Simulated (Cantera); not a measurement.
Feed: 1 mol Fe2O3, 1 mol CO, 2.8 mol N2, at 875 °C and 1330 Pa.

Equilibrium computed with Cantera from the NASA thermochemical tables; the gas is ideal and each condensed phase is pure. Candidate condensed phases: C, Fe, Fe(CO)5, FeO, Fe2O3, Fe3O4; 27 gas species. Mutual solubility and eutectic melting of coexisting phases are not modelled. The tables' stoichiometric FeO is somewhat more stable than real wüstite, so its field is too wide. FeO: taken at fixed stoichiometry. Kinetics and transport are ignored.

Base state: N2 0.737, CO2 0.249, CO 0.0137 (mole fractions); condensed: FeO(s) + Fe3O4(s).

Problem. What changes in the equilibrium state with this change: temperature from 875 °C to 1575 °C?

Solution. 
| species | before | after |
|---|---|---|
| N2 | 0.737 | 0.733 |
| CO2 | 0.249 | 0.251 |
| CO | 0.0137 | 0.0105 |
| O2 | <1e-9 | 0.00483 |
| FeO | <1e-9 | 2.63e-5 |
| NO | <1e-9 | 0.000712 |
| O | <1e-9 | 0.000114 |
| FeO(s), mol | 1.84 | 0 |
| Fe3O4(s), mol | 0.0519 | 0 |
| FeO(l), mol | 0 | 2.00 |
